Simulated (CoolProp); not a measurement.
Saturation properties of methanol (Tc = 513.4 K, pc = 8.216 MPa, ω = 0.565).

Model: reference Helmholtz-energy equation of state, de Reuck 1993, in CoolProp.

```csv
T (K),p (MPa),liquid density (kg/m³),vapour density (kg/m³),enthalpy of vaporisation (kJ/kg),vapour viscosity (µPa s)
266.5,0.002636,815.9,0.03855,1214,8.63
280.5,0.006364,802.8,0.08887,1195,9.07
294.6,0.01409,789.6,0.1885,1174,9.51
308.6,0.02864,776.4,0.3688,1153,9.94
322.6,0.05437,763.1,0.6765,1129,10.4
336.6,0.09728,749.4,1.174,1103,10.8
350.7,0.1659,___,___,1074,11.2
364.7,0.2693,720.3,3.106,1043,11.6
378.7,0.4201,704.6,4.777,1008,12.0
392.8,0.6345,687.7,7.166,967.2,12.3
406.8,0.9266,669.6,10.48,___,12.7
420.8,1.317,649.7,15.07,869.6,___
434.8,1.827,627.7,21.38,810.4,13.4
448.9,2.485,602.6,30.04,744.5,13.8
462.9,3.307,573.8,41.44,675.4,14.4
```

Fill in the missing entries.


- 350.7, liquid density (kg/m³): 735.1
- 350.7, vapour density (kg/m³): 1.952
- 406.8, enthalpy of vaporisation (kJ/kg): 921.6
- 420.8, vapour viscosity (µPa s): 13.0

It boils at 337.6 K under 1 atm.

Viscosity comes from a separate model (Xiang 2006).
